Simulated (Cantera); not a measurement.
A closed system holds: 1 mol SiHCl₃, 53 mol N₂, 0.17 mol H₂, held at 5.25 Torr.

Equilibrium computed with Cantera from the NASA thermochemical tables; the gas is ideal and each condensed phase is pure. Candidate condensed phases: NH₄Cl, Si, Si₃N₄; 28 gas species. N₂ is the only nitrogen source here; it is nearly inert below about 1500 K, so the nitride shown seldom forms there in practice. The tables' values for SiCl₃ are old estimates; treat these amounts as uncertain. Equilibrium is a limit: real reactors are often held back by kinetics, nucleation or transport. All values below are at 702 °C.

Base state: N₂ 0.968, HCl 0.0220, SiCl₄ 0.00830, H₂ 0.00135, SiCl₃ 1.19e-5 (mole fractions); condensed: Si₃N₄(s).

Problem. What changes in the equilibrium state with this change: H₂ from 0.17 to 24 mol?

Solution. 
```tsv
species	before	after
N₂	0.968	0.668
H₂	0.00135	0.294
HCl	0.0220	0.0383
SiCl₄	0.00830	2.08e-6
SiCl₃	1.19e-5	2.52e-8
Si₃N₄(s), mol	0.183	0.333
```
